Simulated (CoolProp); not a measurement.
CH2F2 (R32) along the isobar 863 kPa: density (kg/m³) from the reference equation and from simpler models built on Tc = 351.3 K, pc = 5783 kPa, ω = 0.277; each cubic takes its own stable root.

Model: reference Helmholtz-energy equation of state, Tillner-Roth 1997, in CoolProp.

```
T (K)  phase  reference
-----  -----  ---------
295.9    gas      20.67
305.2    gas      19.73
314.5    gas      18.90
323.7    gas      18.17
333      gas      17.50
342.3    gas      16.89
351.6    gas      16.33
360.8    gas      15.82
370.1    gas      15.34
379.4    gas      14.90
388.6    gas      14.49
397.9    gas      14.10
407.2    gas      13.73
416.5    gas      13.39
425.7    gas      13.06
435      gas      12.75
```

Question: How far does each simpler model (ideal gas, van der Waals, Redlich-Kwong, Peng-Robinson) lie from the reference over these 16 states: mean and median of the absolute difference, and the worst?

Answer: 
- ideal gas: mean 5.9 %, median 5.1 %, worst -11.7 % at 295.9 K and 863 kPa
- van der Waals: mean 1.5 %, median 1.0 %, worst -4.9 % at 295.9 K and 863 kPa
- Redlich-Kwong: mean 0.9 %, median 0.5 %, worst -3.1 % at 295.9 K and 863 kPa
- Peng-Robinson: mean 0.4 %, median 0.2 %, worst -1.7 % at 295.9 K and 863 kPa
